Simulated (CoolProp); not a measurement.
The numbers come from the reference Helmholtz-energy equation of state, Lemmon 2006 in CoolProp. It is a short technical equation, of lower accuracy than the large ones.

Q: Give the vapour pressure (MPa), vapour density (kg/m³), liquid cp (kJ/(kg K)), surface tension (mN/m) of saturated nitrous oxide at 218, 229.3, 268.6 K.

A: 
```json
[
 {"T (K)": "218", "p (MPa)": "0.527", "vapour density (kg/m³)": "14.0", "liquid cp (kJ/(kg K))": "1.78", "surface tension (mN/m)": "16.3"},
 {"T (K)": "229.3", "p (MPa)": "0.817", "vapour density (kg/m³)": "21.3", "liquid cp (kJ/(kg K))": "1.83", "surface tension (mN/m)": "13.9"},
 {"T (K)": "268.6", "p (MPa)": "2.77", "vapour density (kg/m³)": "74.4", "liquid cp (kJ/(kg K))": "2.18", "surface tension (mN/m)": "6.20"}
]
```

Surface tension comes from a separate correlation (Mulero 2012).
